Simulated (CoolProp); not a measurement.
Saturation properties of hydrogen chloride.

Computed with CoolProp (reference Helmholtz-energy equation of state, Thol 2018).

| T (K) | p (MPa) | liquid cp (kJ/(kg K)) | vapour Z |
|---|---|---|---|
| 191.4 | 0.1213 | 1.661 | 0.9666 |
| 199.8 | 0.1879 | 1.669 | 0.9551 |
| 208.1 | 0.2790 | 1.680 | 0.9416 |
| 216.4 | 0.4007 | 1.696 | 0.9258 |
| 224.7 | 0.5595 | 1.717 | 0.9077 |
| 233.1 | 0.7644 | 1.744 | 0.8868 |
| 241.4 | 1.018 | 1.778 | 0.8635 |
| 249.7 | 1.329 | 1.822 | 0.8374 |
| 258 | 1.706 | 1.878 | 0.8083 |
| 266.3 | 2.156 | 1.952 | 0.7758 |
| 274.7 | 2.696 | 2.054 | 0.7390 |
| 283 | 3.321 | 2.196 | 0.6982 |

It boils at 188.2 K under 1 atm.
